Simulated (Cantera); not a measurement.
Input (Python, Cantera):

```python
import numpy as np
import cantera as ct

gas = ct.Solution("gri30.yaml")
gas.TPX = 748, 790000, {'CO': 1, 'H2': 0.034, 'CH4': 0.55, 'O2': 1.24, 'N2': 4.68, 'CO2': 0.059}
inlet = ct.Reservoir(gas, clone=True)
gas.equilibrate("HP")  # start burning
reactor = ct.IdealGasConstPressureReactor(gas, energy="on", clone=False)
exhaust = ct.Reservoir(gas, clone=True)
tau = [0.025, 0.0092, 0.0035, 0.0013, 0.00049, 0.00018, 6.9e-05, 2.6e-05, 9.7e-06, 3.6e-06][0]
for a, b in ((inlet, reactor), (reactor, exhaust)):
    ct.MassFlowController(a, b, mdot=lambda t: reactor.mass / tau)
net = ct.ReactorNet([reactor])
show = ['CO', 'H2', 'CH4', 'C2H6', 'HCN', 'H', 'OH']

rows = []
print(f"{'tau/s':>10s}{'T/K':>9s}" + "".join(f"{s:>11s}" for s in show))
for tau in [0.025, 0.0092, 0.0035, 0.0013, 0.00049, 0.00018, 6.9e-05, 2.6e-05, 9.7e-06, 3.6e-06]:
    net.initial_time = 0.0
    net.advance(30 * tau)
    before = gas.X
    net.advance(40 * tau)
    drift = np.max(np.abs(gas.X - before) / (gas.X + 1e-9))
    rows.append([gas.T, *gas[show].X, drift])
    print(f"{tau:10.3e}{gas.T:9.1f}" + "".join(f"{x:11.3e}" for x in gas[show].X))
```

It prints:

```
     tau/s      T/K         CO         H2        CH4       C2H6        HCN          H         OH
 2.500e-02   2489.6  8.833e-02  1.518e-02  2.506e-06  3.197e-12  6.255e-07  1.156e-03  2.110e-03
 9.200e-03   2485.9  8.853e-02  1.522e-02  5.880e-06  1.803e-11  1.350e-06  1.277e-03  2.311e-03
 3.500e-03   2478.2  8.895e-02  1.532e-02  1.212e-05  7.839e-11  2.456e-06  1.516e-03  2.691e-03
 1.300e-03   2463.2  8.984e-02  1.552e-02  2.329e-05  2.876e-10  3.864e-06  1.954e-03  3.342e-03
 4.900e-04   2437.7  9.144e-02  1.589e-02  4.275e-05  9.082e-10  5.244e-06  2.658e-03  4.262e-03
 1.800e-04   2395.8  9.420e-02  1.653e-02  8.109e-05  2.875e-09  6.341e-06  3.764e-03  5.429e-03
 6.900e-05   2336.5  9.831e-02  1.739e-02  1.587e-04  9.416e-09  6.985e-06  5.260e-03  6.564e-03
 2.600e-05   2252.7  1.047e-01  1.840e-02  3.514e-04  3.989e-08  7.524e-06  7.050e-03  7.336e-03
 9.700e-06   2128.9  1.171e-01  1.915e-02  1.035e-03  3.476e-07  8.745e-06  7.756e-03  6.728e-03
 3.600e-06    748.0  1.322e-01  4.496e-03  7.272e-02 -4.500e-17 -3.671e-19  1.038e-15  6.375e-15
```

Cantera simulation using GRI-Mech 3.0 (53 species, 325 reactions); the numbers are that mechanism's predictions, not measurements.
